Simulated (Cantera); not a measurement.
An isothermal, constant-pressure homogeneous reactor starts with NO : N2 = 1 : 17 (molar parts), at 1575 K and 1600 Pa. Integrator tolerance rtol = 1e-08.

Computed with Cantera and GRI-Mech 3.0 (53 species, 325 reactions). Radical loss at walls, strong at low pressure, is not modelled.

What does this change do: temperature 1575 to 2075 K?


| quantity | before | after |
|---|---|---|
| x(NO) at 6.00 s | 0.0555 (gas-phase equilibrium 0.000700) | 0.0467 (gas-phase equilibrium 0.00361) |
| x(NO2) at 6.00 s | 1.16e-6 (gas-phase equilibrium 1.37e-7) | 1.28e-6 (gas-phase equilibrium 2.41e-7) |
| x(N2) at 6.00 s | 0.944 (gas-phase equilibrium 0.972) | 0.949 (gas-phase equilibrium 0.970) |
| x(N2O) at 6.00 s | 1.05e-6 (gas-phase equilibrium 5.90e-9) | 9.13e-7 (gas-phase equilibrium 2.83e-8) |
| x(O) at 6.00 s | 1.91e-6 (gas-phase equilibrium 1.41e-5) | 0.000631 (gas-phase equilibrium 0.00147) |
| x(O2) at 6.00 s | 5.68e-6 (gas-phase equilibrium 0.0274) | 0.00409 (gas-phase equilibrium 0.0252) |
